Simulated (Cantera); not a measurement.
A perfectly stirred reactor is fed with 40.8 % H2, 11.4 % O2, 42.5 % N2, 5.31 % H2O, equivalence ratio 1.8, at 1.01 bar; it is adiabatic with a 600 K inlet, and is followed from long to short residence time, starting on the burning branch (τ in s: 0.046, 0.018, 0.0069, 0.0027, 0.001, 0.00041, 0.00016, 6.2e-05, 2.4e-05, 9.3e-06).

Cantera simulation using GRI-Mech 3.0 (53 species, 325 reactions); the numbers are that mechanism's predictions, not measurements.

One state of this run: T (K) = 2136; x H2 = 0.196; x O2 = 0.000327; x H2O = 0.308; x NO = 2.28e-5; x H2O2 = 5.91e-8; x NO2 = 1.73e-10; x N2O = 3.55e-9. x: mole fraction; the columns are a selection and need not sum to one.

Which value of τ (s) does it belong to?
(A) 9.3e-6
(B) 0.00016
(C) 0.0027
(D) 2.4e-5

C, 0.0027
